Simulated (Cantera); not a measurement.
Input: 1 mol SiH₂Cl₂, 13 mol H₂O, 0.25 mol H₂, equilibrated at 91.0 mbar.

These are equilibrium values from Cantera (NASA tables, ideal gas, pure condensed phases), not measurements of a reactor. Candidate condensed phases: H₂O, Si, SiO₂; 30 gas species. The tables hold silica as quartz up to 1696 K and as liquid above; real silica turns to tridymite and cristobalite and melts near 1996 K. Gases not in the tables: Si(OH)₄. Equilibrium is a limit: real reactors are often held back by kinetics, nucleation or transport.

x: gas mole fraction; n: condensed amount in mol.

```csv
T (°C),x H₂O,x H₂,x HCl,x H,x Cl,x OH,n SiO₂(α-quartz),n SiO₂(β-quartz)
552,0.721,0.148,0.131,1.01e-11,9.15e-12,<1e-12,1.00,0
652,0.721,0.148,0.131,3.32e-10,2.84e-10,?,0,1.00
752,0.721,0.148,0.131,5.55e-9,4.54e-9,?,0,1.00
852,0.721,0.148,0.131,5.66e-8,4.47e-8,?,0,1.00
952,0.721,0.148,0.131,3.97e-7,3.04e-7,?,0,1.00
1052,0.721,0.148,0.131,2.08e-6,1.55e-6,?,0,1.00
1152,0.721,0.148,0.131,8.69e-6,6.32e-6,?,0,1.00
1252,0.721,0.148,0.131,3.01e-5,2.15e-5,?,0,1.00
```

### Question
Some entries are withheld; supply them.

### Answer

- 652, x OH: 1.92e-12
- 752, x OH: 7.24e-11
- 852, x OH: 1.44e-9
- 952, x OH: 1.77e-8
- 1052, x OH: 1.49e-7
- 1152, x OH: 9.28e-7
- 1252, x OH: 4.57e-6
